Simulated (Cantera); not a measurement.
Input: 1 mol SiH4, 0.42 mol CO2, 24 mol H2, at 1773.15 K and 3.40 mbar.

These are equilibrium values from Cantera (NASA tables, ideal gas, pure condensed phases), not measurements of a reactor. Candidate condensed phases: C, C6H6, C7H8, C8H18, H2O, Si, SiC, SiO2; 123 gas species. Gases not in the tables: Si2H6 and higher silanes. The numbers say what is thermodynamically allowed, not how fast it happens.

**Question.** What is the equilibrium state?

**Answer.** 
```json
{
 "x(H2)": "0.964",
 "x(SiO)": "0.0261",
 "x(CO)": "0.00507",
 "x(H)": "0.00480",
 "x(Si)": "0.000423",
 "x(SiH)": "2.99e-5",
 "x(SiH2)": "1.60e-5",
 "x(Si2C)": "3.89e-6",
 "x(Si2)": "1.59e-6",
 "n(SiC(s))": "0.283 mol",
 "gas_amount": "26.92 mol",
 "log10 activity of Si(l) (absent)": "-0.17",
 "log10 activity of C(graphite) (absent)": "-1.50"
}
```
